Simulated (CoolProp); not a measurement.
Aqueous ammonia as a coolant, 20 % by mass, freezing at -36.5 °C, 1 atm.

Computed with CoolProp (Melinder's fits for secondary coolants).

| T (°C) | conductivity (W/(m K)) | Prandtl number | cp (kJ/(kg K)) | density (kg/m³) |
|---|---|---|---|---|
| -7.5 | 0.431 | 28.4 | 4.242 | 934.4 |
| -5 | 0.436 | 25.8 | 4.238 | 933.5 |
| -2.5 | 0.440 | 23.5 | 4.235 | 932.6 |
| -0 | 0.444 | 21.4 | 4.231 | 931.6 |
| 2.5 | 0.449 | 19.6 | 4.228 | 930.6 |
| 4.9 | 0.453 | 18.1 | 4.225 | 929.7 |
| 7.4 | 0.457 | 16.6 | 4.223 | 928.6 |
| 9.9 | 0.461 | 15.3 | 4.220 | 927.5 |
| 12.4 | 0.466 | 14.2 | 4.217 | 926.4 |
| 14.9 | 0.470 | 13.1 | 4.215 | 925.3 |
| 17.4 | 0.474 | 12.1 | 4.213 | 924.1 |
| 19.8 | 0.479 | 11.3 | 4.211 | 922.9 |
| 22.3 | 0.483 | 10.4 | 4.209 | 921.7 |
